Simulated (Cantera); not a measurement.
Feed: 1 mol Al, 0.52 mol H2O, 21 mol H2, at 1600 K and 0.000290 bar.

These are equilibrium values from Cantera (NASA tables, ideal gas, pure condensed phases), not measurements of a reactor. Candidate condensed phases: Al, Al2O3, H2O; 19 gas species. Kinetics and transport are ignored.

Question: What is the equilibrium state?

Answer: 
```json
{
 "x(H2)": "0.970",
 "x(Al)": "0.0185",
 "x(Al2O)": "0.00806",
 "x(H)": "0.00314",
 "x(AlH)": "0.000260",
 "x(AlOH)": "4.26e-6",
 "n(Al2O3(s))": "0.114 mol",
 "gas_amount": "22.15 mol",
 "log10 activity of Al(l) (absent)": "-1.06"
}
```
